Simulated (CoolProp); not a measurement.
Properties of nitrous oxide along the isobar 88.6 bar (Tc = 309.5 K, pc = 72.45 bar, ω = 0.161).

Computed with CoolProp (reference Helmholtz-energy equation of state, Lemmon 2006). It is a short technical equation, of lower accuracy than the large ones.

```json
[
 {"T (K)": "304.2", "phase": "liquid", "Z": "0.2029", "expansivity (1/kK)": "11.78"},
 {"T (K)": "323.8", "phase": "supercritical", "Z": "0.4267", "expansivity (1/kK)": "48.35"},
 {"T (K)": "343.4", "phase": "supercritical", "Z": "0.6248", "expansivity (1/kK)": "12.61"},
 {"T (K)": "363", "phase": "supercritical", "Z": "0.7162", "expansivity (1/kK)": "7.862"},
 {"T (K)": "382.5", "phase": "supercritical", "Z": "0.7758", "expansivity (1/kK)": "5.920"},
 {"T (K)": "402.1", "phase": "supercritical", "Z": "0.8192", "expansivity (1/kK)": "4.828"},
 {"T (K)": "421.7", "phase": "supercritical", "Z": "0.8524", "expansivity (1/kK)": "4.120"},
 {"T (K)": "441.3", "phase": "supercritical", "Z": "0.8785", "expansivity (1/kK)": "3.620"},
 {"T (K)": "460.8", "phase": "supercritical", "Z": "0.8994", "expansivity (1/kK)": "3.246"},
 {"T (K)": "480.4", "phase": "supercritical", "Z": "0.9166", "expansivity (1/kK)": "2.952"},
 {"T (K)": "500", "phase": "supercritical", "Z": "0.9309", "expansivity (1/kK)": "2.715"}
]
```
